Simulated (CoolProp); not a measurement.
Vapour-liquid equilibrium of carbon dioxide (1) + carbonyl sulfide (2) at 9.53 bar; x and y are mole fractions of (1).

The numbers come from the multi-fluid Helmholtz-energy mixture model, Span 1996 and Lemmon 2006; pair parameters Bell 2016 in CoolProp.

**Question.** Give the bubble temperature and the first vapour's composition at x = 0.35, 0.575, 0.65. Is there an azeotrope?

**Answer.** x = 0.35: 248.0 K, y = 0.761; x = 0.575: 240.4 K, y = 0.859; x = 0.65: 238.6 K, y = 0.883. No azeotrope shows between x = 0.05 and 0.95.

The pair parameters rest on a limited set of measurements; away from them the model extrapolates.
